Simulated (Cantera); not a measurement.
Input: 1 mol Si3H8, 2.1 mol HCl, 10 mol N2, held at 1798 K and 68.0 mbar.

These are equilibrium values from Cantera (NASA tables, ideal gas, pure condensed phases), not measurements of a reactor. Candidate condensed phases: NH4Cl, Si, Si3N4; 28 gas species. The feed counts by its element totals alone. The tables' values for SiCl3, SiCl are old estimates; treat these amounts as uncertain. Rates play no part.

Base state: N2 0.576, H2 0.307, HCl 0.0877, SiCl2 0.0281, H 0.000748, SiCl3 0.000591, Cl 0.000164, SiCl 5.94e-5 (mole fractions); condensed: Si3N4(s).

### Question
What changes in the equilibrium state with this change: temperature from 1798 K to 1148.15 K?

### Answer
```tsv
species	before	after
N2	0.576	0.568
H2	0.307	0.285
HCl	0.0877	0.146
SiCl2	0.0281	4.39e-6
SiCl4	2.01e-5	0.000609
SiCl	5.94e-5	<1e-9
Si	1.64e-5	<1e-9
Si3N4(s), mol	0.862	0.997
```
N2 is the only nitrogen source here; it is nearly inert below about 1500 K, so the nitride shown seldom forms there in practice. The tables' values for SiCl3 are old estimates; treat these amounts as uncertain.
